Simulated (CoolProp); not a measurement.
Properties of isobutane along the isobar 3.17 MPa.

Values from CoolProp's reference Helmholtz-energy equation of state, Bücker 2006.

| T (K) | phase | density (kg/m³) | Joule-Thomson coefficient (K/MPa) | expansivity (1/kK) |
|---|---|---|---|---|
| 312.2 | liquid | 539.0 | -0.1954 | 2.364 |
| 331.2 | liquid | 513.6 | -0.06355 | 2.760 |
| 350.2 | liquid | 484.6 | 0.1406 | 3.401 |
| 369.2 | liquid | 449.7 | 0.5155 | 4.635 |
| 388.1 | liquid | 401.2 | 1.514 | 8.317 |
| 407.1 | gas | 96.26 | 16.31 | 17.47 |
| 426.1 | gas | 77.14 | 11.28 | 8.465 |
| 445.1 | gas | 67.46 | 8.796 | 6.002 |
| 464.1 | gas | 60.96 | 7.204 | 4.775 |
| 483 | gas | 56.12 | 6.080 | 4.028 |
| 502 | gas | 52.26 | 5.229 | 3.513 |
| 521 | gas | 49.07 | 4.563 | 3.136 |
